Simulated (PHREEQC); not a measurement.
Consider water at 20 °C with 0.32 mmol/kgw Ca(HCO3)2 and 0.033 mmol/kgw NaHCO3. Closed to the air; pH follows from the charge balance.

All values are PHREEQC results (ion-association model, wateq4f.dat), not measurements.

Precipitation was switched off in this run.

**Question.** Predict the pH, ionic strength.

**Answer.** pH 8.25; ionic strength 0.000988 mol/kgw.

**Question.** In which forms is C present?

**Answer.** HCO3- 97 %, CO2 1.3 %, CO3-2 0.8 % of the C.

Complexes and solids missing from the database can't appear.
